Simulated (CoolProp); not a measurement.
Vapour-liquid equilibrium of R142b (1) + R113 (2) at 40.35 °C; x and y are mole fractions of (1).

Values from CoolProp's multi-fluid Helmholtz-energy mixture model, Lemmon 2006 and Marx 1992; pair parameters Bell 2016.

| x | bubble pressure (MPa) | y at the bubble point | dew pressure at overall composition x (MPa) | liquid density (mol/L) |
|---|---|---|---|---|
| 0.05 | 0.1076 | 0.291 | 0.08299 | 8.243 |
| 0.125 | 0.1483 | 0.516 | 0.08937 | 8.395 |
| 0.2 | 0.1867 | 0.640 | 0.09679 | 8.552 |
| 0.275 | 0.2230 | 0.720 | 0.1055 | 8.714 |
| 0.35 | 0.2573 | 0.776 | 0.1160 | 8.882 |
| 0.425 | 0.2901 | 0.818 | 0.1287 | 9.055 |
| 0.5 | 0.3216 | 0.852 | 0.1445 | 9.235 |
| 0.575 | 0.3521 | 0.880 | 0.1645 | 9.422 |
| 0.65 | 0.3822 | 0.905 | 0.1906 | 9.617 |
| 0.725 | 0.4121 | 0.927 | 0.2259 | 9.820 |
| 0.8 | 0.4423 | 0.947 | 0.2753 | 10.03 |
| 0.875 | 0.4733 | 0.967 | 0.3463 | 10.26 |
| 0.95 | 0.5055 | 0.987 | 0.4462 | 10.49 |

No azeotrope shows between x = 0.05 and 0.95.

Pair parameters are fitted to limited data, so mixtures are less certain than the pure fluids.
